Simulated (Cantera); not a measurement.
A perfectly stirred reactor is fed with 5.97 % CH4, 2.51 % C2H6, 0.330 % C3H8, 19.1 % O2, 72.0 % N2, at 1.10 bar; it is adiabatic with a 525 K inlet, and is followed from long to short residence time, starting on the burning branch (τ in s: 0.031, 0.014, 0.0059, 0.0026, 0.0011, 0.00048, 0.00021, 9.1e-05, 3.9e-05, 1.7e-05).

Computed with Cantera and GRI-Mech 3.0 (53 species, 325 reactions).

x: mole fraction; the columns are a selection and need not sum to one.

| τ (s) | T (K) | x CH4 | x C2H6 | x C3H8 | x NO | x HCO | x H2 |
|---|---|---|---|---|---|---|---|
| 0.031 | 2296 | 6.20e-6 | 2.09e-7 | 2.76e-8 | 0.000674 | 1.16e-7 | 0.0202 |
| 0.014 | 2278 | 9.84e-6 | 4.36e-7 | 5.41e-8 | 0.000633 | 2.26e-7 | 0.0208 |
| 0.0059 | 2249 | 1.65e-5 | 9.53e-7 | 1.10e-7 | ? | 4.81e-7 | 0.0216 |
| 0.0026 | 2214 | 2.83e-5 | 1.98e-6 | 2.15e-7 | ? | 1.00e-6 | 0.0226 |
| 0.0011 | 2170 | 5.31e-5 | 4.29e-6 | 4.41e-7 | ? | 2.20e-6 | 0.0239 |
| 0.00048 | 2123 | 0.000105 | 9.24e-6 | 9.15e-7 | ? | 4.77e-6 | 0.0251 |
| 0.00021 | 2073 | 0.000229 | 2.10e-5 | 2.03e-6 | ? | 1.05e-5 | 0.0262 |
| 9.1e-5 | 2009 | 0.000605 | 5.61e-5 | 5.35e-6 | ? | 2.47e-5 | 0.0273 |
| 3.9e-5 | 525 | 0.0597 | 0.0251 | 0.00330 | <1e-12 | <1e-12 | <1e-12 |
| 1.7e-5 | 525 | 0.0597 | 0.0251 | 0.00330 | <1e-12 | <1e-12 | <1e-12 |

Question: Some entries are withheld; supply them.

Answer: 
- 0.0059, x NO: 0.000557
- 0.0026, x NO: 0.000460
- 0.0011, x NO: 0.000351
- 0.00048, x NO: 0.000258
- 0.00021, x NO: 0.000183
- 9.1e-5, x NO: 0.000116
